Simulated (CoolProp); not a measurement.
CH3F (R41) along the isobar 8.42 MPa: density (kg/m³) from the reference equation and from simpler models built on Tc = 317.3 K, pc = 5.906 MPa, ω = 0.200; each cubic takes its own stable root.

Values from CoolProp's reference Helmholtz-energy equation of state, Lemmon 2006. It is a short technical equation, of lower accuracy than the large ones.

```csv
T (K),phase,reference
193.6,liquid,894.4
219.3,liquid,842.0
245,liquid,784.0
270.7,liquid,716.7
296.4,liquid,632.0
322.1,supercritical,494.3
347.9,supercritical,205.2
373.6,supercritical,142.2
399.3,supercritical,116.8
425,supercritical,101.5
```

**Question.** How far does each simpler model (van der Waals, Redlich-Kwong, Soave-Redlich-Kwong, Peng-Robinson) lie from the reference over these 10 states: mean and median of the absolute difference, and the worst?

**Answer.** 
- van der Waals: mean 27.6 %, median 39.9 %, worst -46.2 % at 193.6 K and 8.42 MPa
- Redlich-Kwong: mean 14.9 %, median 22.2 %, worst -26.4 % at 322.1 K and 8.42 MPa
- Soave-Redlich-Kwong: mean 16.5 %, median 20.5 %, worst -27.3 % at 322.1 K and 8.42 MPa
- Peng-Robinson: mean 9.1 %, median 10.3 %, worst -19.9 % at 322.1 K and 8.42 MPa
